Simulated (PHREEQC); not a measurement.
# Brine

Consider water at 80 °C with 0.0064 mol/kgw NaOH, 0.031 mol/kgw SrCl2 and 0.15 mol/kgw MgCl2. Closed to the air; pH follows from the charge balance.

Computed with PHREEQC (ion-association model, phreeqc.dat).

This is a speciation only: nothing precipitates in the calculation.

Q: Estimate the pH.

A: pH 8.70.

Q: In which forms is Mg present?

A: Mg+2 96 %, MgOH+ 4.1 % of the Mg.

Species that the database lacks are ignored. At this temperature some constants are extrapolated from 25 °C, and those without enthalpy data are left unchanged.
